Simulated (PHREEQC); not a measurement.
## Copper plating or etch bath: speciation

A solution holds 0.46 mol/kgw CuSO4, 0.0013 mol/kgw HBF4 and 0.0013 mol/kgw H3BO3, at 35 °C. Closed to the air; pH follows from the charge balance.

The numbers come from PHREEQC with the ion-association model, phreeqc.dat.

The pH comes out as 3.27, the ionic strength is 0.808 mol/kgw and the activity of water comes out as 0.989. The density is 1.065 g/cm³ and the total alkalinity is -5.20 meq/kg.

```tsv
species	molality	activity	log γ
CuSO4	0.257	0.309	0.081
Cu+2	0.202	0.0430	-0.671
SO4-2	0.200	0.0329	-0.784
HSO4-	0.00284	0.00215	-0.120
H3BO3	0.00225	0.00271	0.081
F-	0.00192	0.00113	-0.229
CuF+	0.00128	0.000970	-0.120
HF	0.000909	0.00110	0.081
H+	0.000718	0.000536	-0.127
```

Precipitation was switched off in this run. Ionic strength above about 0.7 mol/kgw puts this run outside the model's range. Real BF4- forms and hydrolyses slowly; the run takes it at equilibrium.
